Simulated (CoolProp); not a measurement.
C2F6 (R116) at 298.15 K and 6.46 MPa flows at 9.8 m/s in a round tube of 10 mm bore and 45 µm roughness, fully developed (64/Re and Nu = 3.66 if laminar; Colebrook and Gnielinski if turbulent). Each further row changes one setting.

The numbers come from the reference Helmholtz-energy equation of state, Lemmon 2006 in CoolProp. It is a short technical equation, of lower accuracy than the large ones.

```tsv
case	Reynolds number	Darcy friction factor	pressure drop (Pa/m)	heat-transfer coefficient (W/(m² K))	mass flow (kg/h)
as stated	1120000	0.0295	151000	28700	2950
velocity 19.6 m/s	2250000	0.0295	602000	57300	5890
diameter 20 mm	2250000	0.0242	61900	24600	11800
```

Viscosity comes from a separate model (Huber 2003), an estimate that may be off by 10 % or more. Thermal conductivity comes from a separate model (Huber 2003), an estimate that may be off by 10 % or more.
